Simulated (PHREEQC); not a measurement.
A made-up water analysis in mmol/kgw, 25 °C, pH 6.83, pe 10.6: Na 0.022; K 6.73e-08; Ca 0.00765; Mg 0.00042; Cl 0.00268; S(6) 0.00363; Alkalinity (meq/kgw) 0.0294; Si 5.37e-05; Zn 1.16e-05.

Valence states are taken as typed.

Model: ion-association model, phreeqc.dat, run in PHREEQC.

No solid was allowed to form.

### Question
What charge-balance error does the model give?

### Answer
charge-balance error -1.5 %.

### Question
In which forms is C present?

### Answer
HCO3- 75 %, CO2 25 % of the C.
